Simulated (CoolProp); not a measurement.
Fluorine along the isotherm 75.2 K: density (kg/m³) from the reference equation and from simpler models built on Tc = 144.4 K, pc = 5240 kPa, ω = 0.045; each cubic takes its own stable root.

Computed with CoolProp (reference Helmholtz-energy equation of state, de Reuck 1990).

```tsv
p (kPa)	phase	reference
1670	liquid	1572
3330	liquid	1575
5000	liquid	1579
6670	liquid	1582
8330	liquid	1585
10000	liquid	1588
11700	liquid	1591
13300	liquid	1594
15000	liquid	1597
16700	liquid	1600
18300	liquid	1603
20000	liquid	1606
```

### Question
How far does each simpler model (van der Waals, Redlich-Kwong) lie from the reference over these 12 states: mean and median of the absolute difference, and the worst?

### Answer
- van der Waals: mean 30.5 %, median 30.5 %, worst -31.4 % at 75.2 K and 1670 kPa
- Redlich-Kwong: mean 1.6 %, median 1.6 %, worst +1.6 % at 75.2 K and 15000 kPa
